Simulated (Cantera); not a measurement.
## Abatement and gas-phase synthesis: S + H2 + N2

Feed: 1 mol S, 0.22 mol H2, a varied amount of N2, held at 2898.15 K and 0.0100 bar.

These are equilibrium values from Cantera (NASA tables, ideal gas, pure condensed phases), not measurements of a reactor. Candidate condensed phases: S; 15 gas species. The numbers say what is thermodynamically allowed, not how fast it happens.

From 0.19 mol N2 to 3 mol N2 nothing is condensed.

```
n(N2) (mol)   x N2    x S     x H    x S2     x H2     x SH      x SN
-----------  -----  -----  ------  ------  -------  -------  --------
0.19         0.132  0.521   0.217  0.0786   0.0362   0.0150  0.000127
0.65         0.336  0.410   0.173  0.0487   0.0228  0.00936  0.000160
1.1          0.457  0.342   0.144  0.0338   0.0160  0.00652  0.000155
1.6          0.548  0.289   0.123  0.0242   0.0115  0.00469  0.000144
2.1          0.611  0.251   0.107  0.0182  0.00877  0.00355  0.000132
2.5          0.650  0.227  0.0971  0.0150  0.00722  0.00292  0.000123
3            0.689  0.203  0.0871  0.0120  0.00581  0.00234  0.000114
```
x: gas mole fraction; nothing condenses.
